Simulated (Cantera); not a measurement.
# FeS + O2 + N2 (roasting and sulfation)

Input: 1 mol FeS, 4.8 mol O2, a varied amount of N2, equilibrated at 1723.15 K and 80.0 mbar.

Method: chemical equilibrium by Gibbs-energy minimisation in Cantera with the NASA 1993 tables (ideal gas, pure condensed phases). Candidate condensed phases: Fe, FeO, FeS, FeSO4, FeS2, Fe2O3, Fe2(SO4)3, Fe3O4, S; 19 gas species. The numbers say what is thermodynamically allowed, not how fast it happens.

```
n(N2) (mol)   x N2    x O2   x SO2     x NO  n Fe3O4(s)
-----------  -----  ------  ------  -------  ----------
1.3          0.238   0.575   0.184  0.00288       0.333
6.6          0.613   0.290  0.0930  0.00328       0.333
12           0.742   0.193  0.0619  0.00294       0.333
17           0.803   0.147  0.0472  0.00267       0.333
23           0.846   0.114  0.0368  0.00242       0.333
28           0.870  0.0963  0.0311  0.00225       0.333
33           0.888  0.0833  0.0269  0.00211       0.333
```
x: gas mole fraction; n: condensed amount in mol.

From 1.3 mol N2 to 33 mol N2 the condensed part is Fe3O4(s). The main Fe-bearing gas is FeO throughout.
